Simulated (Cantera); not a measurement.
An isothermal, constant-pressure homogeneous reactor starts with C2H6 : N2 = 1 : 9.2 (molar parts), at 1625 K and 100.0 Torr. Integrator tolerance rtol = 1e-08.

Model: GRI-Mech 3.0 (53 species, 325 reactions), integrated in Cantera. GRI-Mech 3.0 stops at C3 and has no aromatics, soot or wall deposition, so with more carbon than oxygen in the feed, carbon stays in small species such as C2H2 where larger ones or solid carbon would form.

```csv
quantity,before,after
x(C2H6) at 4.00 s,9.26e-8 (gas-phase equilibrium 5.63e-9),0.0183 (gas-phase equilibrium 8.10e-5)
x(H) at 4.00 s,7.64e-5 (gas-phase equilibrium 7.86e-5),1.99e-7 (gas-phase equilibrium 1.88e-9)
x(CH2) at 4.00 s,9.25e-9 (gas-phase equilibrium 1.87e-9),<1e-12 (gas-phase equilibrium <1e-12)
x(C2H2) at 4.00 s,0.0809 (gas-phase equilibrium 0.0372),0.00202 (gas-phase equilibrium 0.0145)
x(C2H4) at 4.00 s,0.000156 (gas-phase equilibrium 7.21e-5),0.0684 (gas-phase equilibrium 0.0140)
```

### Question
Name the change that produced these shifts.
(A) temperature 1625 to 2000 K
(B) temperature 1625 to 1025 K
(C) temperature 1625 to 1048 K
(D) pressure from 100.0 Torr to 0.593 Torr

### Answer
B, temperature 1625 to 1025 K
